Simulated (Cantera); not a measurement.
Feed: 1 mol C2H2, 0.017 mol NH3, 3.1 mol H2, held at 8.90 bar.

Method: chemical equilibrium by Gibbs-energy minimisation in Cantera with the NASA 1993 tables (ideal gas, pure condensed phases). Candidate condensed phases: C, C6H6, C7H8, C8H18; 92 gas species. Equilibrium is a limit: real reactors are often held back by kinetics, nucleation or transport. All values below are at 750 K.

Base state: CH4 0.826, H2 0.170, N2 0.00366, NH3 0.000193, C2H6 3.91e-5 (mole fractions); condensed: C(graphite).

**Question.** What changes in the equilibrium state with this change: NH3 from 0.017 to 0.26 mol?

**Answer.** 
```tsv
species	before	after
CH4	0.826	0.764
H2	0.170	0.186
N2	0.00366	0.0493
NH3	0.000193	0.000809
C2H6	3.91e-5	3.07e-5
C(graphite), mol	0.130	0
```
